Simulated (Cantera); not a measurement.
Input (Python, Cantera):

```python
import numpy as np
import cantera as ct

gas = ct.Solution("gri30.yaml")
gas.TPX = 1300, 2900, {'N2O': 1, 'H2O': 0.017}
inlet = ct.Reservoir(gas, clone=True)

reactor = ct.IdealGasConstPressureReactor(gas, energy="off", clone=False)
exhaust = ct.Reservoir(gas, clone=True)
tau = [18, 3.7, 0.78, 0.16, 0.034, 0.0071, 0.0015][0]
for a, b in ((inlet, reactor), (reactor, exhaust)):
    ct.MassFlowController(a, b, mdot=lambda t: reactor.mass / tau)
net = ct.ReactorNet([reactor])
show = ['N2O', 'H2O', 'NO', 'H', 'H2']

rows = []
print(f"{'tau/s':>10s}{'T/K':>9s}" + "".join(f"{s:>11s}" for s in show))
for tau in [18, 3.7, 0.78, 0.16, 0.034, 0.0071, 0.0015]:
    net.initial_time = 0.0
    net.advance(30 * tau)
    before = gas.X
    net.advance(40 * tau)
    drift = np.max(np.abs(gas.X - before) / (gas.X + 1e-9))
    rows.append([gas.T, *gas[show].X, drift])
    print(f"{tau:10.3e}{gas.T:9.1f}" + "".join(f"{x:11.3e}" for x in gas[show].X))
```

It prints:

```
     tau/s      T/K        N2O        H2O         NO          H         H2
 1.800e+01   1300.0  2.521e-01  1.260e-02  6.314e-02  1.805e-08  8.714e-08
 3.700e+00   1300.0  6.117e-01  1.462e-02  3.229e-02  1.251e-08  6.724e-08
 7.800e-01   1300.0  8.705e-01  1.607e-02  9.671e-03  1.020e-08  6.755e-08
 1.600e-01   1300.0  9.577e-01  1.656e-02  2.160e-03  9.095e-09  8.691e-08
 3.400e-02   1300.0  9.777e-01  1.667e-02  4.860e-04  7.108e-09  8.185e-08
 7.100e-03   1300.0  9.821e-01  1.670e-02  1.078e-04  3.690e-09  2.398e-08
 1.500e-03   1300.0  9.830e-01  1.671e-02  2.165e-05  9.215e-10  1.277e-09
```

Detailed kinetics in Cantera: GRI-Mech 3.0 (53 species, 325 reactions). GRI-Mech 3.0 was tuned for natural gas; its chemistry of N2O as a main component is partial and can be far from experiment. Radical loss at walls, strong at low pressure, is not modelled. The mechanism lacks the step 2 NO + O2 → 2 NO2, which can matter for NO2 below about 1400 K. The temperature is held fixed by assumption; the heat of reaction is taken as removed at once.
